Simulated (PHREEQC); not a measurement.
# Hard or scaling water (model solution)

Make-up at 25 °C: 6.7e-05 mol/kgw Ca(HCO3)2, 0.13 mol/kgw NaHCO3 and 0.032 mol/kgw MgSO4. Closed to the air; pH follows from the charge balance.

Model: ion-association model, wateq4f.dat, run in PHREEQC.

This is a speciation only: nothing precipitates in the calculation.

Q: What pH does the model give?

A: pH 7.82.

Q: In which forms is C present?

A: HCO3- 87 %, MgHCO3+ 5.7 %, NaHCO3 3.2 %, CO2 2.1 %, MgCO3 1.0 %, CO3-2 0.6 % of the C.

Saturation is exceeded, for instance for Magnesite (slow to form); the values hold only as long as no solid forms. Complexes and solids missing from the database can't appear.
